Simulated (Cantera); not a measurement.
Feed: 1 mol C2H4, 2.5 mol NH3, 18 mol N2, held at 2125 °C and 0.100 bar.

Method: chemical equilibrium by Gibbs-energy minimisation in Cantera with the NASA 1993 tables (ideal gas, pure condensed phases). Candidate condensed phases: C, C6H6, C7H8, C8H18; 92 gas species. Rates play no part.

Base state: N2 0.750, H2 0.203, H 0.0225, HCN 0.0212, HNC 0.00219, C2H2 (acetylene) 0.00140, CN 0.000117, C2N2 3.08e-5 (mole fractions); condensed: C(graphite).

Q: What changes in the equilibrium state with this change: 0.095 mol H2S added?

A: 
| species | before | after |
|---|---|---|
| N2 | 0.750 | 0.744 |
| H2 | 0.203 | 0.205 |
| H | 0.0225 | 0.0226 |
| CS | 0 | 0.00349 |
| HCN | 0.0212 | 0.0212 |
| S | 0 | 0.000114 |
| SH | 0 | 8.70e-5 |
| H2S | 0 | 2.00e-5 |
| C(graphite), mol | 1.33 | 1.24 |
Further candidate phases: S.
